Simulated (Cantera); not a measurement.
A perfectly stirred reactor is fed with 4.57 % CH4, 0.274 % H2, 17.5 % O2, 77.7 % N2, equivalence ratio 0.53, at 0.345 atm; it is adiabatic with a 800 K inlet, and is followed from long to short residence time, starting on the burning branch (τ in s: 0.12, 0.05, 0.02, 0.0084, 0.0035, 0.0014, 0.00059, 0.00024, 0.0001, 4.1e-05).

Model: GRI-Mech 3.0 (53 species, 325 reactions), integrated in Cantera.

One state of this run: T (K) = 1779; x CH4 = 2.75e-5; x H2 = 0.000823; x O2 = 0.0820; x CH3 = 4.75e-6; x HCO = 1.94e-7; x HO2 = 3.17e-6; x NO2 = 5.56e-9. x: mole fraction; the columns are a selection and need not sum to one.

Task: Which value of τ (s) does it belong to?
A. 0.12
B. 0.0014
C. 0.00059
D. 0.020

Result: D, 0.020
